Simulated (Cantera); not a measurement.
# Equilibrium for nitride etching: Si3N4 + H2 + NF3

Input: 1 mol Si3N4, 490 mol H2, 0.5 mol NF3, equilibrated at 1502 °C and 0.100 bar.

Equilibrium computed with Cantera from the NASA thermochemical tables; the gas is ideal and each condensed phase is pure. Candidate condensed phases: Si, Si3N4; 37 gas species. The tables' values for SiF2, SiF3, SiF are old estimates; treat these amounts as uncertain. Gases not in the tables: Si2H6 and higher silanes. Rates play no part.

| Quantity | Value |
|---|---|
| x(H2) | 0.992 |
| x(N2) | 0.00456 |
| x(HF) | 0.00174 |
| x(H) | 0.000912 |
| x(SiF2) | 0.000462 |
| x(SiF3) | 9.52e-5 |
| x(SiH2) | 2.48e-5 |
| x(Si) | 2.20e-5 |
| x(SiF) | 1.60e-5 |
| n(Si(l)) | 2.68 mol |
| gas amount | 493.2 mol |
